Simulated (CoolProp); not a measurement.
Vapour-liquid equilibrium of nitrogen (1) + oxygen (2) at 1.2 MPa; x and y are mole fractions of (1).

Values from CoolProp's multi-fluid Helmholtz-energy mixture model, Span 2000 and Schmidt 1985; pair parameters Gernert 2013.

Q: Give the bubble temperature and the first vapour's composition at x = 0.275, 0.35, 0.95. Is there an azeotrope?

A: x = 0.275: -156.4 °C, y = 0.442; x = 0.35: -157.7 °C, y = 0.527; x = 0.95: -165.9 °C, y = 0.974. No azeotrope shows between x = 0.05 and 0.95.

Pair parameters are fitted to limited data, so mixtures are less certain than the pure fluids. The gap from Raoult's law changes sign with composition, which may be real or a fault of the pair parameters; it wasn't checked against measurements.
